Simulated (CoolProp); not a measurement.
A simple Rankine cycle with R142b: condensing at 298.15 K, boiler at 1.06 MPa, turbine inlet 346.1 K, turbine efficiency 0.85, pump efficiency 0.6, no recuperator. Each further row changes one setting.

Computed with CoolProp (reference Helmholtz-energy equation of state, Lemmon 2006). It is a short technical equation, of lower accuracy than the large ones.

```
case                             thermal efficiency (%)  net work (kJ/kg)  heat in (kJ/kg)  turbine exit temperature (K)  volume ratio over the turbine
-------------------------------  ----------------------  ----------------  ---------------  ----------------------------  -----------------------------
as stated                                           9.3              21.5              232                         307.2                           3.16
turbine inlet 366.1 K                               9.3              23.7              254                    (withheld)                           3.10
condensing temperature 290.15 K              (withheld)              26.3       (withheld)                         299.8                           4.03
boiler pressure 0.742 MPa                           6.7        (withheld)              239                    (withheld)                     (withheld)
turbine efficiency 0.75                             8.1        (withheld)              232                         310.1                     (withheld)
```

Fill in the missing entries.


- turbine inlet 366.1 K, turbine exit temperature (K): 328.4
- condensing temperature 290.15 K, thermal efficiency (%): 10.8
- condensing temperature 290.15 K, heat in (kJ/kg): 242
- boiler pressure 0.742 MPa, net work (kJ/kg): 16.0
- boiler pressure 0.742 MPa, turbine exit temperature (K): 320.9
- boiler pressure 0.742 MPa, volume ratio over the turbine: 2.16
- turbine efficiency 0.75, net work (kJ/kg): 18.8
- turbine efficiency 0.75, volume ratio over the turbine: 3.20
